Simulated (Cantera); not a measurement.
A perfectly stirred reactor is fed with NO : N2 = 1 : 0.4 (molar parts), at 0.132 atm; it is held at 1525 K, and followed from long to short residence time.

Computed with Cantera and GRI-Mech 3.0 (53 species, 325 reactions).

**Question.** What does this change do: temperature 1525 to 1950 K?

**Answer.** 
```json
[
 {"quantity": "x(NO) at τ = 1.40 s", "before": "0.712", "after": "0.542"},
 {"quantity": "x(O2) at τ = 1.40 s", "before": "0.00104", "after": "0.0859"},
 {"quantity": "x(NO2) at τ = 1.40 s", "before": "0.000168", "after": "0.000238"},
 {"quantity": "x(N2) at τ = 1.40 s", "before": "0.287", "after": "0.372"},
 {"quantity": "x(N2O) at τ = 1.40 s", "before": "0.000145", "after": "0.000109"},
 {"quantity": "x(NO) at τ = 13.0 ms", "before": "0.714", "after": "0.712"},
 {"quantity": "x(O2) at τ = 13.0 ms", "before": "2.77e-7", "after": "0.000692"},
 {"quantity": "x(NO2) at τ = 13.0 ms", "before": "1.10e-5", "after": "8.51e-5"},
 {"quantity": "x(N2) at τ = 13.0 ms", "before": "0.286", "after": "0.286"},
 {"quantity": "x(N2O) at τ = 13.0 ms", "before": "1.05e-5", "after": "0.000165"}
]
```
